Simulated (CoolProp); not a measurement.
Vapour-liquid equilibrium of cyclopentane (1) + octamethylcyclotetrasiloxane (D4) (2) at 35.05 °C; x and y are mole fractions of (1).

Computed with CoolProp (multi-fluid Helmholtz-energy mixture model, Gedanitz 2015 and Thol 2015; pair parameters Bell 2016).

| x | bubble pressure (MPa) | y at the bubble point | dew pressure at overall composition x (MPa) | liquid density (mol/L) |
|---|---|---|---|---|
| 0.05 | 0.002704 | 0.903 | 0.0002897 | 3.297 |
| 0.2 | 0.01035 | 0.978 | 0.0003437 | 3.748 |
| 0.35 | 0.01863 | 0.990 | 0.0004224 | 4.315 |
| 0.5 | 0.02762 | 0.995 | 0.0005478 | 5.046 |
| 0.65 | 0.03737 | 0.998 | 0.0007791 | 6.024 |
| 0.8 | 0.04787 | 0.999 | 0.001348 | 7.398 |
| 0.95 | 0.05864 | 1.000 | 0.005010 | 9.469 |

No azeotrope shows between x = 0.05 and 0.95.

Pair parameters are fitted to limited data, so mixtures are less certain than the pure fluids.
